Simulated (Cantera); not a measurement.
**Si3N4 + C + N2 (sublimation and decomposition of ceramics)**

Charge: 1 mol Si3N4, 0.0055 mol C, 0.33 mol N2, at 1.33 mbar.

Equilibrium computed with Cantera from the NASA thermochemical tables; the gas is ideal and each condensed phase is pure. Candidate condensed phases: C, Si, SiC, Si3N4; 20 gas species. Mutual solubility and eutectic melting of coexisting phases are not modelled. The tables' values for SiN are old estimates; treat these amounts as uncertain. Equilibrium is a limit: real reactors are often held back by kinetics, nucleation or transport.

| T (°C) | x N2 | x Si | x Si2 | x Si2C | x Si2N | x SiN | n Si(l) | n SiC(s) |
|---|---|---|---|---|---|---|---|---|
| 1702 | 0.974 | 0.0242 | 0.000236 | 0.000597 | 0.000325 | 0.000242 | 2.93 | 0.00406 |
| 1752 | 0.954 | 0.0437 | 0.000480 | 0.00133 | 0.000490 | 0.000382 | 2.88 | 0.00222 |
| 1802 | 0.919 | 0.0764 | 0.000942 | 0.00214 | 0.000719 | 0.000586 | 2.78 | 0 |
| 1852 | 0.864 | 0.130 | 0.00179 | 0.00202 | 0.00102 | 0.000869 | 2.62 | 0 |
| 1902 | 0.775 | 0.216 | 0.00330 | 0.00182 | 0.00139 | 0.00123 | 2.30 | 0 |
| 1952 | 0.637 | 0.351 | 0.00591 | 0.00150 | 0.00178 | 0.00165 | 1.63 | 0 |
| 2002 | 0.443 | 0.541 | 0.00965 | 0.00105 | 0.00194 | 0.00192 | 0 | 0 |
| 2052 | 0.441 | 0.547 | 0.00694 | 0.00104 | 0.00112 | 0.00178 | 0 | 0 |
| 2102 | 0.440 | 0.552 | 0.00502 | 0.00102 | 0.000658 | 0.00164 | 0 | 0 |
x: gas mole fraction; n: condensed amount in mol.

From 1702 °C to 1752 °C the condensed part is Si(l) + SiC(s). From 1802 °C to 1952 °C the condensed part is Si(l). From 2002 °C to 2102 °C nothing is condensed. The main Si-bearing gas is Si throughout.
